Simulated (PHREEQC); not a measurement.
A made-up water analysis in mg/L, 30 °C, pH 7.63, pe -1:

| constituent | mg/L |
|---|---|
| Na | 85.8 |
| K | 50.6 |
| Ca | 15.7 |
| Mg | 71.2 |
| Cl | 74.8 |
| S(6) as SO4 | 198 |
| Alkalinity as HCO3 | 316 |
| Mn(2) | 6.5 |
| Br | 2.76 |

Valence states are taken as typed.

Equilibrium calculation in PHREEQC: ion-association model, phreeqc.dat.

The ionic strength is 0.0150 mol/kgw and the specific conductance is 1210 µS/cm. The charge-balance error is 2.2 %.

| species | molality | activity | log γ |
|---|---|---|---|
| HCO3- | 0.00492 | 0.00437 | -0.052 |
| Na+ | 0.00371 | 0.00328 | -0.053 |
| Mg+2 | 0.00243 | 0.00152 | -0.203 |
| Cl- | 0.00211 | 0.00186 | -0.055 |
| SO4-2 | 0.00159 | 0.000982 | -0.210 |
| K+ | 0.00129 | 0.00113 | -0.055 |
| MgSO4 | 0.000396 | 0.000397 | 0.001 |
| Ca+2 | 0.000337 | 0.000209 | -0.207 |

Precipitation was switched off in this run. The solution is supersaturated, for example in Rhodochrosite, so a real one may precipitate; this is no full list.
